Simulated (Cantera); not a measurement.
Input: 1 mol SiH4, 0.17 mol C2H2, 900 mol H2, at 7.13 Torr.

Equilibrium computed with Cantera from the NASA thermochemical tables; the gas is ideal and each condensed phase is pure. Candidate condensed phases: C, C6H6, C7H8, C8H18, Si, SiC; 87 gas species. Rates play no part. All values below are at 2025 °C.

Base state: H2 0.905, H 0.0935, Si 0.00101, C2H2 (acetylene) 0.000171, SiH 3.44e-5 (mole fractions); condensed: gas only.

Question: What changes in the equilibrium state with this change: H2 from 900 to 2 mol?

Answer: 
| species | before | after |
|---|---|---|
| H2 | 0.905 | 0.802 |
| Si | 0.00101 | 0.0963 |
| H | 0.0935 | 0.0880 |
| Si2C | 1.25e-6 | 0.00778 |
| Si3 | <1e-9 | 0.000347 |
| Si2 | 2.03e-7 | 0.00185 |
| SiH | 3.44e-5 | 0.00310 |
| Si(l), mol | 0 | 0.109 |
| SiC(s), mol | 0 | 0.298 |
Mutual solubility and eutectic melting of coexisting phases are not modelled. Gases not in the tables: Si2H6 and higher silanes.
